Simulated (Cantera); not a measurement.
Premixed flame

A freely propagating, adiabatic, planar premixed flame of 51.2 % H2, 10.2 % O2, 38.5 % N2, equivalence ratio 2.5, unburnt at 475 K and 1.80 bar; mixture-averaged transport, grid criteria slope 0.08 and curve 0.16, no radiation.

Detailed kinetics in Cantera: the H2/O2 subset of GRI-Mech 3.0, which has no nitrogen chemistry. Burning velocities carry a grid error of a few per cent, more on coarse grids.

```
z (mm)   T (K)  u (m/s)   x H2      x O2    x H2O     x HO2       x H      x OH
-------  -----  -------  -----  --------  -------  --------  --------  --------
-0.595     475     5.72  0.512     0.102    <1e-8     <1e-8     <1e-8     <1e-8
-0.397     475     5.72  0.512     0.102    <1e-8     <1e-8     <1e-8     <1e-8
-0.298     475     5.72  0.512     0.102  2.90e-8   1.07e-8     <1e-8     <1e-8
-0.198     475     5.72  0.512     0.102  1.58e-6   7.89e-7     <1e-8     <1e-8
-0.0992    520     6.19  0.505     0.103  0.00155  0.000364  0.000112   6.54e-5
-0.0496    791     9.15  0.473    0.0954   0.0247  0.000291   0.00519  0.000608
0         1167     13.2  0.405    0.0682   0.0866  0.000122    0.0274   0.00111
0.0496    1432     16.0  0.338    0.0278    0.165   4.50e-5    0.0530   0.00193
0.0992    1560     17.4  0.309   0.00760    0.204   1.19e-5    0.0615   0.00196
0.198     1667     18.5  0.305  0.000634    0.219   9.40e-7    0.0563   0.00194
0.397     1764     19.5  0.313   7.38e-5    0.221   1.30e-7    0.0438   0.00187
0.794     1853     20.3  0.321   3.68e-5    0.223   7.18e-8    0.0311   0.00160
1.59      1924     21.0  0.328   1.76e-5    0.225   3.78e-8    0.0206   0.00122
```
x: mole fraction of selected species; z is measured from the peak of heat release.

```json
{
 "laminar_burning_velocity": "572 cm/s",
 "thermal_thickness": "0.198 mm",
 "peak x(HO2)": "0.000485",
 "peak x(H)": "0.0617",
 "peak x(OH)": "0.00199",
 "grid_points": "117"
}
```
